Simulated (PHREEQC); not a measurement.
## Copper plating or etch bath

Solution (20 °C): 0.0011 mol Cu(BF4)2 and 0.27 mol H2SO4 per kg of water. It is in equilibrium with CO2 at log p = -3.5 (atm). Otherwise closed; pH follows from the charge balance.

Model: ion-association model, wateq4f.dat, run in PHREEQC.

Each row changes one thing in this solution. Precipitation was switched off in this run.

```json
[
 {"case": "as made", "pH": "0.63", "ionic strength (mol/kgw)": "0.337", "HSO4- (mol/kgw)": "0.237", "SO4-2 (mol/kgw)": "0.0330", "HCO3- (mol/kgw)": "3.02e-11"},
 {"case": "H2SO4 from 0.27 to 0.027 mol/kgw", "pH": "…", "ionic strength (mol/kgw)": "0.0495", "HSO4- (mol/kgw)": "0.0162", "SO4-2 (mol/kgw)": "…", "HCO3- (mol/kgw)": "…"},
 {"case": "temperature from 20 to 10 °C", "pH": "…", "ionic strength (mol/kgw)": "0.348", "HSO4- (mol/kgw)": "0.231", "SO4-2 (mol/kgw)": "0.0384", "HCO3- (mol/kgw)": "3.36e-11"},
 {"case": "Cu(BF4)2 left out", "pH": "0.63", "ionic strength (mol/kgw)": "0.336", "HSO4- (mol/kgw)": "0.237", "SO4-2 (mol/kgw)": "0.0329", "HCO3- (mol/kgw)": "3.01e-11"},
 {"case": "Cu(BF4)2 from 0.0011 to 0.011 mol/kgw", "pH": "0.63", "ionic strength (mol/kgw)": "0.360", "HSO4- (mol/kgw)": "0.234", "SO4-2 (mol/kgw)": "0.0331", "HCO3- (mol/kgw)": "3.03e-11"},
 {"case": "H2SO4 replaced by CuSO4 at the same molality", "pH": "3.23", "ionic strength (mol/kgw)": "0.506", "HSO4- (mol/kgw)": "0.00198", "SO4-2 (mol/kgw)": "…", "HCO3- (mol/kgw)": "1.26e-8"}
]
```

### Question
Complete the blanks.

### Answer

- H2SO4 from 0.27 to 0.027 mol/kgw, pH: 1.50
- H2SO4 from 0.27 to 0.027 mol/kgw, SO4-2 (mol/kgw): 0.0104
- H2SO4 from 0.27 to 0.027 mol/kgw, HCO3- (mol/kgw): 1.97e-10
- temperature from 20 to 10 °C, pH: 0.62
- H2SO4 replaced by CuSO4 at the same molality, SO4-2 (mol/kgw): 0.125

Away from 25 °C the constants follow the database's enthalpies or fits; those with neither stay at their 25 °C values. Real BF4- forms and hydrolyses slowly; the run takes it at equilibrium.
